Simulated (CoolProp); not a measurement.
n-perfluorohexane at 315.06 K and 16.2 MPa is throttled through a valve to 0.634 MPa with no heat exchange. Each further row changes one setting.

The numbers come from the reference Helmholtz-energy equation of state, Gao 2022 in CoolProp.

```tsv
case	temperature change (K)	final density (kg/m³)
as stated	+4.3	1620
outlet pressure 0.19 MPa	+4.4	1610
outlet pressure 0.824 MPa	+4.3	1620
```
